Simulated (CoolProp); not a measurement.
A simple Rankine cycle with isobutene: condensing at 318.15 K, boiler at 1.85 MPa, turbine inlet 388.6 K, turbine efficiency 0.75, pump efficiency 0.8, no recuperator. Each further row changes one setting.

Values from CoolProp's reference Helmholtz-energy equation of state, Lemmon 2005. It is a short technical equation, of lower accuracy than the large ones.

| case | thermal efficiency (%) | net work (kJ/kg) | heat in (kJ/kg) | turbine exit temperature (K) | volume ratio over the turbine |
|---|---|---|---|---|---|
| as stated | 9.0 | 38.8 | 431 | 348.1 | 3.76 |
| turbine inlet 408.6 K | 9.0 | 43.0 | 479 | 370.5 | 3.63 |
| condensing temperature 310.15 K | … | … | 451 | 342.4 | … |
| boiler pressure 1.29 MPa | 6.7 | 30.3 | 451 | 362.6 | … |
| turbine efficiency 0.65 | … | 33.3 | 431 | 351.0 | … |

### Question
Some entries are withheld; supply them.

### Answer

- condensing temperature 310.15 K, thermal efficiency (%): 10.2
- condensing temperature 310.15 K, net work (kJ/kg): 46.0
- condensing temperature 310.15 K, volume ratio over the turbine: 4.66
- boiler pressure 1.29 MPa, volume ratio over the turbine: 2.47
- turbine efficiency 0.65, thermal efficiency (%): 7.7
- turbine efficiency 0.65, volume ratio over the turbine: 3.80
